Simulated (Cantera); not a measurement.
A perfectly stirred reactor is fed with H2 : O2 = 0.0057 : 1 (molar parts), equivalence ratio 0.0029, at 1330 Pa; it is held at 1100 K, and followed from long to short residence time.

Detailed kinetics in Cantera: GRI-Mech 3.0 (53 species, 325 reactions). Radical loss at walls, strong at low pressure, is not modelled.

x: mole fraction; the columns are a selection and need not sum to one.

| τ (s) | x H2 | x O2 | x H2O | x O | x HO2 |
|---|---|---|---|---|---|
| 0.50 | 8.36e-5 | 0.993 | 0.00545 | 0.00163 | [?] |
| 0.27 | 0.000122 | 0.992 | 0.00537 | 0.00209 | [?] |
| 0.15 | 0.000179 | 0.992 | 0.00527 | 0.00254 | [?] |
| 0.082 | 0.000270 | 0.991 | 0.00511 | 0.00294 | [?] |
| 0.045 | 0.000416 | 0.991 | 0.00490 | 0.00323 | [?] |
| 0.024 | 0.000665 | 0.991 | 0.00457 | 0.00333 | [?] |
| 0.013 | 0.00106 | 0.991 | 0.00411 | 0.00321 | 1.50e-6 |
| 0.0072 | 0.00165 | 0.991 | 0.00348 | 0.00285 | 1.59e-6 |
| 0.0040 | 0.00255 | 0.992 | 0.00261 | 0.00221 | 1.58e-6 |

**Question.** Complete the blanks.

**Answer.** 
- 0.50, x HO2: 6.19e-7
- 0.27, x HO2: 7.44e-7
- 0.15, x HO2: 8.77e-7
- 0.082, x HO2: 1.03e-6
- 0.045, x HO2: 1.19e-6
- 0.024, x HO2: 1.36e-6
